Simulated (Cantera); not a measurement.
Input (Python, Cantera) and output of one run.

```python
import numpy as np
import cantera as ct

gas_names = """
    CL CL2 H HCL H2 Si SiCL SiCL2 SiCL3 SiCL4 SiH SiHCL3 SiH2 SiH2CL2 SiH3 SiH3CL SiH4 Si2 Si3
""".split()
cond_names = """
    Si(cr) Si(L)
""".split()


# ... load() reads the species with a 1 bar reference pressure and builds the phases ...
atoms = {
    'Si': {'Si': 1},
    'HCl': {'H': 1, 'CL': 1},
    'H2': {'H': 2},
}
top_T = {}  # K; cautious upper limits of use, not melting points


# ... equilibrate(T, P, feed) seeds the gas with the atoms and calls Mixture.equilibrate('TP', solver="vcs", rtol=1e-11, max_steps=5000) ...
results = []
feed = {'Si': 1, 'HCl': 0.6, 'H2': 0.3}  # mol
T = 700  # K
P = 10000  # Pa
mix = equilibrate(T, P, feed)
results.append((T, P, feed, dict(zip(mix.species_names, mix.species_moles))))
x = sorted(zip(gas.X, gas.species_names), reverse=True)
print(f"T = {T:g} K  P = {P:g} Pa  gas = {mix.phase_moles(0):.4g} mol")
print("   x: " + "  ".join(f"{s} {v:.3e}" for v, s in x if v > 1e-06))
print("   condensed (mol): " + ("  ".join(f"{mix.phase(i).name} {mix.phase_moles(i):.4g}"
      for i in range(1, mix.n_phases) if mix.phase_moles(i) > 1e-12) or "none"))
```

Output:

```
T = 700 K  P = 10000 Pa  gas = 0.7409 mol
   x: H2 7.846e-01  SiCL4 1.658e-01  SiHCL3 4.809e-02  SiH2CL2 9.178e-04  HCL 5.529e-04  SiCL3 1.183e-05  SiH3CL 3.758e-06
   condensed (mol): Si(cr) 0.8409
```

Equilibrium computed with Cantera from the NASA thermochemical tables; the gas is ideal and each condensed phase is pure. The tables' values for SiCl3 are old estimates; treat these amounts as uncertain.
